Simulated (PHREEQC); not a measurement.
Consider water at 25 °C with 0.033 mol/kgw MnSO4, 0.034 mol/kgw CaCl2 and 0.028 mol/kgw H2SO4. Closed to the air; pH follows from the charge balance.

Computed with PHREEQC (ion-association model, phreeqc.dat).

No solid was allowed to form.

Q: Order these Ca species by the share of Ca that they hold, largest first: CaHSO4+, CaSO4, Ca+2.

A: Ca+2 (70 %), CaSO4 (24 %), CaHSO4+ (5.8 %)

The pH is 1.58 and the ionic strength 0.198 mol/kgw. Saturation is exceeded, for instance for Gypsum; the values hold only as long as no solid forms.
